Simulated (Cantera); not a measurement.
An isothermal, constant-pressure homogeneous reactor starts with 69.9 % NO, 30.1 % N2, at 2098 K and 20.0 Torr.

Cantera simulation using GRI-Mech 3.0 (53 species, 325 reactions); the numbers are that mechanism's predictions, not measurements. Radical loss at walls, strong at low pressure, is not modelled.

x: mole fraction; the columns are a selection and need not sum to one.

```csv
t (s),x NO,x NO2,x O,x N2,x O2
5.00e-6,0.699,1.34e-11,1.49e-7,0.301,1.65e-11
2.51e-5,0.699,3.36e-10,7.49e-7,0.301,4.17e-10
0.000126,0.699,___,3.77e-6,0.301,1.05e-8
0.000630,0.699,___,1.93e-5,0.301,2.68e-7
0.00316,0.699,___,0.000107,0.301,7.48e-6
0.0158,0.698,___,0.000612,0.301,0.000258
0.0794,0.688,___,0.00135,0.306,0.00469
0.398,0.629,___,0.00198,0.335,0.0337
1.99,0.328,___,0.00373,0.485,0.183
10.0,0.0243,___,0.00489,0.637,0.334
```

**Question.** What belongs in the gaps?

**Answer.** 
- 0.000126, x NO2: 8.22e-9
- 0.000630, x NO2: 1.83e-7
- 0.00316, x NO2: 2.83e-6
- 0.0158, x NO2: 1.78e-5
- 0.0794, x NO2: 3.37e-5
- 0.398, x NO2: 5.93e-5
- 1.99, x NO2: 7.26e-5
- 10.0, x NO2: 7.37e-6
